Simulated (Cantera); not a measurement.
An adiabatic, constant-pressure homogeneous reactor starts with 7.55 % CH4, 24.9 % O2, 67.5 % N2, equivalence ratio 0.61, at 1523 K and 9.20 bar.

Detailed kinetics in Cantera: GRI-Mech 3.0 (53 species, 325 reactions).

x: mole fraction; the columns are a selection and need not sum to one.

| t (s) | T (K) | x CH4 | x O2 | x C2H2 | x H2O | x H | x CH2O | x CH3 |
|---|---|---|---|---|---|---|---|---|
| 1.00e-6 | 1523 | 0.0755 | 0.249 | <1e-12 | 2.29e-7 | 8.03e-9 | 5.78e-8 | 1.53e-6 |
| 3.35e-6 | 1523 | 0.0755 | 0.249 | <1e-12 | 1.88e-6 | 1.30e-8 | 7.86e-7 | 6.20e-6 |
| 1.12e-5 | 1523 | 0.0754 | 0.249 | 9.60e-12 | 2.54e-5 | 4.64e-8 | 1.44e-5 | 3.41e-5 |
| 3.76e-5 | 1525 | 0.0747 | 0.249 | ___ | ___ | ___ | ___ | ___ |
| 0.000126 | 2801 | <1e-12 | 0.0959 | <1e-12 | 0.135 | 0.00154 | 1.23e-10 | <1e-12 |
| 0.000422 | 2787 | <1e-12 | 0.0909 | <1e-12 | 0.136 | 0.00145 | 1.17e-10 | <1e-12 |
| 0.00141 | 2776 | <1e-12 | 0.0868 | <1e-12 | 0.137 | 0.00138 | 1.12e-10 | <1e-12 |
| 0.00474 | 2775 | <1e-12 | 0.0865 | <1e-12 | 0.137 | 0.00137 | 1.12e-10 | <1e-12 |
| 0.0159 | 2775 | <1e-12 | 0.0865 | <1e-12 | 0.137 | 0.00137 | 1.12e-10 | <1e-12 |
| 0.0532 | 2775 | <1e-12 | 0.0865 | <1e-12 | 0.137 | 0.00137 | 1.12e-10 | <1e-12 |
| 0.178 | 2775 | <1e-12 | 0.0865 | <1e-12 | 0.137 | 0.00137 | 1.12e-10 | <1e-12 |
| 0.597 | 2775 | <1e-12 | 0.0865 | <1e-12 | 0.137 | 0.00137 | 1.12e-10 | <1e-12 |
| 2.00 | 2775 | <1e-12 | 0.0865 | <1e-12 | 0.137 | 0.00137 | 1.12e-10 | <1e-12 |

Task: Fill in the missing entries.

Result: 
- 3.76e-5, x C2H2: 8.57e-9
- 3.76e-5, x H2O: 0.000532
- 3.76e-5, x H: 3.87e-7
- 3.76e-5, x CH2O: 0.000318
- 3.76e-5, x CH3: 0.000171
